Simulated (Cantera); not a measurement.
Input: 1 mol C2H5OH, 1.2 mol NH3, at 1548.15 K and 1.90 bar.

These are equilibrium values from Cantera (NASA tables, ideal gas, pure condensed phases), not measurements of a reactor. Candidate condensed phases: C, C6H6, C7H8, C8H18, H2O; 136 gas species. Kinetics and transport are ignored.

Problem. What is the equilibrium state?

Solution. 
```
Property           Result
--------------  ---------
x(H2)               0.747
x(CO)               0.156
x(N2)              0.0938
x(CH4)            0.00217
x(HCN)           0.000389
x(H2O)           0.000272
x(CO2)            2.04e-5
x(NH3)            2.02e-5
x(H)              1.93e-5
n(C(graphite))  0.985 mol
gas amount      6.384 mol
```
